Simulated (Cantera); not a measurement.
Mixture: CH₄ : O₂ : N₂ : H₂O = 1 : 4.08 : 12.7 : 2.5 (molar parts), equivalence ratio 0.49, at 5100 Torr, adiabatic and at constant pressure. Ignition delay is the time to a rise of 400 K.

Model: GRI-Mech 3.0 (53 species, 325 reactions), integrated in Cantera.

What does this change do: pressure from 5100 Torr to 975 Torr?


```json
[
 {"quantity": "delay at 1048 K", "before": "42.7 ms", "after": "0.244 s"},
 {"quantity": "delay at 1198 K", "before": "5.10 ms", "after": "27.3 ms"},
 {"quantity": "delay at 1348 K", "before": "0.934 ms", "after": "4.13 ms"},
 {"quantity": "delay at 1498 K", "before": "0.212 ms", "after": "0.813 ms"},
 {"quantity": "apparent activation energy between 1423 and 1573 K", "before": "170 kJ/mol", "after": "180 kJ/mol"}
]
```

What does this change do: pressure from 5100 Torr to 3750 Torr?


| quantity | before | after |
|---|---|---|
| delay at 1048 K | 42.7 ms | 58.1 ms |
| delay at 1198 K | 5.10 ms | 7.00 ms |
| delay at 1348 K | 0.934 ms | 1.25 ms |
| delay at 1498 K | 0.212 ms | 0.276 ms |
| apparent activation energy between 1423 and 1573 K | 170 kJ/mol | 180 kJ/mol |
